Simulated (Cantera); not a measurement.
A closed system holds: 1 mol AlCl₃, 2.8 mol N₂O, 73 mol N₂, held at 2100 Pa.

These are equilibrium values from Cantera (NASA tables, ideal gas, pure condensed phases), not measurements of a reactor. Candidate condensed phases: Al, AlCl₃, AlN, Al₂O₃; 24 gas species. Kinetics and transport are ignored.

x: gas mole fraction; n: condensed amount in mol.

| T (K) | x N₂ | x Cl | x Cl₂ | x O₂ | x NO | x O | x AlCl₃ | n Al₂O₃(s) |
|---|---|---|---|---|---|---|---|---|
| 1198 | 0.970 | 0.00418 | 0.0171 | 0.00830 | 4.25e-5 | 1.51e-8 | … | 0.500 |
| 1273 | 0.968 | 0.00821 | 0.0151 | 0.00827 | 7.28e-5 | 6.75e-8 | … | 0.500 |
| 1348 | 0.965 | 0.0142 | 0.0120 | 0.00822 | 0.000117 | 2.55e-7 | … | 0.500 |
| 1423 | 0.962 | 0.0213 | 0.00835 | 0.00816 | 0.000179 | 8.40e-7 | … | 0.500 |
| 1498 | 0.959 | 0.0280 | 0.00495 | 0.00810 | 0.000262 | 2.45e-6 | 1.35e-5 | 0.499 |
| 1573 | 0.956 | 0.0327 | 0.00257 | 0.00802 | 0.000370 | 6.45e-6 | 1.29e-5 | 0.499 |
| 1648 | 0.955 | 0.0353 | 0.00125 | 0.00793 | 0.000506 | 1.56e-5 | … | 0.500 |
| 1723 | 0.954 | 0.0366 | 0.000599 | 0.00783 | 0.000672 | 3.47e-5 | … | 0.500 |
| 1798 | 0.954 | 0.0372 | 0.000296 | 0.00771 | 0.000870 | 7.24e-5 | … | 0.500 |
| 1873 | 0.954 | 0.0374 | 0.000152 | 0.00756 | 0.00110 | 0.000142 | … | 0.500 |

Task: Some entries are withheld; supply them.

Result: 
- 1198, x AlCl₃: 6.23e-7
- 1273, x AlCl₃: 2.21e-6
- 1348, x AlCl₃: 5.72e-6
- 1423, x AlCl₃: 1.05e-5
- 1648, x AlCl₃: 1.01e-5
- 1723, x AlCl₃: 7.32e-6
- 1798, x AlCl₃: 5.16e-6
- 1873, x AlCl₃: 3.66e-6
